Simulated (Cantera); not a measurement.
A closed system holds: 1 mol CHF3, 0.56 mol F2, at 2000 K.

Cantera equilibrium calculation (NASA polynomials, part measured and part estimated; ideal gas, pure solids and liquids). Candidate condensed phases: C, C6H6, C7H8, C8H18; 95 gas species. Equilibrium is a limit: real reactors are often held back by kinetics, nucleation or transport.

Task: At 1.00e-5 bar, list the 7 most abundant gas species with their mole fractions, and the condensed phases.

Result: F 0.700, HF 0.253, CF2 0.0429, CF 0.00325, CF4 0.000148, CF3 6.92e-5, H 3.93e-5. Condensed: C(graphite).
